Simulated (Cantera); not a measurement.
An adiabatic, constant-pressure homogeneous reactor starts with 9.34 % CH4, 19.0 % O2, 71.6 % N2, equivalence ratio 0.98, at 1725 K and 1.00 bar.

Model: GRI-Mech 3.0 (53 species, 325 reactions), integrated in Cantera.

Q: Predict: time of steepest temperature rise; temperature at 1.00 s; equilibrium temperature; x(O2) at 1.00 s; x(CO) at 1.00 s; x(HO2) at 1.00 s; x(CO2) at 1.00 s; x(O) at 1.00 s.

A: 
```json
{
  "time_of_steepest_temperature_rise": "0.183 ms",
  "temperature at 1.00 s": "2807 K",
  "equilibrium_temperature": "2807 K",
  "x(O2) at 1.00 s": "0.0234 (gas-phase equilibrium 0.0234)",
  "x(CO) at 1.00 s": "0.0448 (gas-phase equilibrium 0.0448)",
  "x(HO2) at 1.00 s": "6.61e-6 (gas-phase equilibrium 6.61e-6)",
  "x(CO2) at 1.00 s": "0.0437 (gas-phase equilibrium 0.0437)",
  "x(O) at 1.00 s": "0.00857 (gas-phase equilibrium 0.00857)"
}
```
